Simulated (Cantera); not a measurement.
Adiabatic ignition

An adiabatic, constant-volume homogeneous reactor starts with 7.62 % CH4, 15.2 % O2, 71.6 % N2, 5.49 % H2O, equivalence ratio 1.0, at 1400 K and 950000 Pa.

Model: GRI-Mech 3.0 (53 species, 325 reactions), integrated in Cantera.

```
t (s)     T (K)  P (bar)   x CH4    x O2   x H2O     x HCO      x CO      x H     x N2O
--------  -----  -------  ------  ------  ------  --------  --------  -------  --------
4.00e-6    1400     9.50  0.0762   0.152  0.0549    <1e-12  4.25e-11  1.20e-9  1.46e-12
9.72e-6    1400     9.50  0.0762   0.152  0.0549  1.22e-12  7.40e-10  2.18e-9  7.61e-12
2.36e-5    1400     9.50  0.0762   0.152  0.0549  1.26e-11   1.68e-8  5.71e-9  3.82e-11
5.74e-5    1400     9.50  0.0762   0.152  0.0549  1.71e-10   5.14e-7  1.78e-8  1.67e-10
0.000139   1401     9.51  0.0759   0.152  0.0551   1.36e-9   1.14e-5  4.10e-8  6.74e-10
0.000339   1408     9.56  0.0747   0.151  0.0560   1.03e-8  0.000187  1.53e-7   3.51e-9
0.000823   2874     20.0  <1e-12  0.0109   0.184   1.02e-7    0.0229  0.00255   1.89e-6
0.00200    2868     19.9  <1e-12  0.0101   0.184   1.02e-7    0.0231  0.00251   1.96e-6
0.00486    2868     19.9  <1e-12  0.0101   0.184   1.02e-7    0.0231  0.00251   1.96e-6
0.0118     2868     19.9  <1e-12  0.0101   0.184   1.02e-7    0.0231  0.00251   1.96e-6
0.0287     2868     19.9  <1e-12  0.0101   0.184   1.02e-7    0.0231  0.00251   1.96e-6
0.0697     2868     19.9  <1e-12  0.0101   0.184   1.02e-7    0.0231  0.00251   1.96e-6
0.169      2868     19.9  <1e-12  0.0101   0.184   1.02e-7    0.0231  0.00251   1.96e-6
0.412      2868     19.9  <1e-12  0.0101   0.184   1.02e-7    0.0231  0.00251   1.96e-6
1.00       2868     19.9  <1e-12  0.0101   0.184   1.02e-7    0.0231  0.00251   1.96e-6
```
x: mole fraction; the columns are a selection and need not sum to one.

```json
{
 "time_of_steepest_temperature_rise": "0.673 ms",
 "temperature at 1.00 s": "2868 K",
 "equilibrium_temperature": "2868 K",
 "x(CH4) at 1.00 s": "<1e-12 (gas-phase equilibrium <1e-12)",
 "x(O2) at 1.00 s": "0.0101 (gas-phase equilibrium 0.0101)",
 "x(H2O) at 1.00 s": "0.184 (gas-phase equilibrium 0.184)"
}
```
